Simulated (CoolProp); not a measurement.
A single-stage vapour-compression cycle with the fluid: evaporating at 309.15 K (dew point), condensing at 345.15 K (bubble point), superheat 8 K, subcooling 8 K, compressor efficiency 0.75, no pressure losses. The same conditions are run with several fluids, on thermodynamics alone (safety and materials aside).

The numbers come from the reference Helmholtz-energy equation of state of each fluid (isobutane: Bücker 2006; isohexane: Lemmon 2006; trans-2-butene: Lemmon 2005; ammonia: Gao 2020; n-hexane: Thol 2019; R1233zd(E): Akasaka 2022) in CoolProp.

| fluid | cooling COP | pressure ratio | discharge temperature (K) | refrigerating effect (kJ/kg) | volumetric capacity (kJ/m³) |
|---|---|---|---|---|---|
| isobutane | 5.61 | 2.38 | 352.0 | 258 | … |
| isohexane | 5.92 | 3.33 | 346.5 | 288 | 421 |
| trans-2-butene | … | 2.54 | 356.8 | 314 | … |
| ammonia | 5.52 | 2.50 | 405.2 | 1000 | 10300 |
| n-hexane | 5.95 | 3.52 | … | … | 325 |
| R1233zd(E) | 5.87 | 2.84 | 355.3 | 157 | 1570 |

### Question
What belongs in the gaps?

### Answer

- isobutane, volumetric capacity (kJ/m³): 3060
- trans-2-butene, cooling COP: 5.82
- trans-2-butene, volumetric capacity (kJ/m³): 2390
- n-hexane, discharge temperature (K): 347.7
- n-hexane, refrigerating effect (kJ/kg): 306
